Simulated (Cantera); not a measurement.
A perfectly stirred reactor is fed with H₂ : O₂ : N₂ = 0.034 : 1 : 0.12 (molar parts), at 1600 Pa; it is held at 1250 K, and followed from long to short residence time.

Computed with Cantera and GRI-Mech 3.0 (53 species, 325 reactions). Radical loss at walls, strong at low pressure, is not modelled.

One state of this run: x H₂ = 0.000215; x O₂ = 0.858; x OH = 0.00143; x H₂O₂ = 5.22e-8; x NO = 3.26e-8; x H = 0.000514. x: mole fraction; the columns are a selection and need not sum to one.

Problem. Which value of τ (s) does it belong to?
A. 0.52
B. 0.047
C. 0.23
D. 0.021

Solution. C, 0.23
